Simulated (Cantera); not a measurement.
Mixture: CH4 : H2 : O2 : N2 : H2O = 1 : 0.052 : 0.965 : 3.63 : 0.3 (molar parts), equivalence ratio 2.1, at 3080 Torr, adiabatic and at constant pressure. Ignition delay is the time to a rise of 400 K.

Cantera simulation using GRI-Mech 3.0 (53 species, 325 reactions); the numbers are that mechanism's predictions, not measurements.

### Question
Predict: delay at 1173 K; delay at 1373 K; delay at 1573 K; delay at 1773 K; apparent activation energy between 1673 and 1873 K.

### Answer
```json
{
 "delay at 1173 K": "12.9 ms",
 "delay at 1373 K": "1.78 ms",
 "delay at 1573 K": "0.251 ms",
 "delay at 1773 K": "46.5 µs",
 "apparent activation energy between 1673 and 1873 K": "190 kJ/mol"
}
```
